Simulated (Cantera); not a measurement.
An isothermal, constant-pressure homogeneous reactor starts with CH4 : H2 : N2 = 0.0062 : 1 : 0.0023 (molar parts), at 1700 K and 135 Torr. Integrator tolerance rtol = 1e-08.

Computed with Cantera and GRI-Mech 3.0 (53 species, 325 reactions). GRI-Mech 3.0 stops at C3 and has no aromatics, soot or wall deposition, so with more carbon than oxygen in the feed, carbon stays in small species such as C2H2 where larger ones or solid carbon would form.

**Question.** What does this change do: temperature 1700 to 2675 K?

**Answer.** 
```
quantity                                            before                                      after
-----------------  ---------------------------------------  -----------------------------------------
x(CH4) at 10.0 s   0.00128 (gas-phase equilibrium 0.00101)    5.37e-6 (gas-phase equilibrium 5.32e-6)
x(H2) at 10.0 s        0.994 (gas-phase equilibrium 0.994)        0.880 (gas-phase equilibrium 0.880)
x(C2H2) at 10.0 s  0.00239 (gas-phase equilibrium 0.00200)    0.00220 (gas-phase equilibrium 0.00209)
x(C2H) at 10.0 s   4.68e-9 (gas-phase equilibrium 3.91e-9)    2.91e-5 (gas-phase equilibrium 2.76e-5)
x(CH3) at 10.0 s   9.12e-6 (gas-phase equilibrium 7.18e-6)    1.20e-5 (gas-phase equilibrium 1.19e-5)
x(C2H6) at 10.0 s  9.97e-9 (gas-phase equilibrium 6.97e-9)  1.34e-12 (gas-phase equilibrium 1.31e-12)
```

**Question.** What does this change do: temperature 1700 to 2500 K?

**Answer.** 
```tsv
quantity	before	after
x(CH4) at 10.0 s	0.00128 (gas-phase equilibrium 0.00101)	1.20e-5 (gas-phase equilibrium 1.10e-5)
x(H2) at 10.0 s	0.994 (gas-phase equilibrium 0.994)	0.937 (gas-phase equilibrium 0.937)
x(C2H2) at 10.0 s	0.00239 (gas-phase equilibrium 0.00200)	0.00270 (gas-phase equilibrium 0.00220)
x(C2H) at 10.0 s	4.68e-9 (gas-phase equilibrium 3.91e-9)	1.19e-5 (gas-phase equilibrium 9.70e-6)
x(CH3) at 10.0 s	9.12e-6 (gas-phase equilibrium 7.18e-6)	1.32e-5 (gas-phase equilibrium 1.21e-5)
x(C2H6) at 10.0 s	9.97e-9 (gas-phase equilibrium 6.97e-9)	5.11e-12 (gas-phase equilibrium 4.30e-12)
```
